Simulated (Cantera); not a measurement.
Feed: 1 mol Pb, 0.7 mol H₂, at 777 °C and 37.0 mbar.

Equilibrium computed with Cantera from the NASA thermochemical tables; the gas is ideal and each condensed phase is pure. Candidate condensed phases: Pb; 4 gas species. Equilibrium is a limit: real reactors are often held back by kinetics, nucleation or transport.

Base state: H₂ 0.999, Pb 0.00126 (mole fractions); condensed: Pb(l).

Question: What changes in the equilibrium state with this change: 0.11 mol HCl added?

Answer: 
```
species      before    after
----------  -------  -------
H₂            0.999    0.872
HCl               0    0.111
PbCl              0  0.00828
PbCl₂             0  0.00778
PbCl₄             0  2.67e-5
Pb          0.00126  0.00126
Pb(l), mol    0.999    0.986
```
The tables' values for PbCl₄ are old estimates; treat these amounts as uncertain. Further candidate phases: PbCl₂.
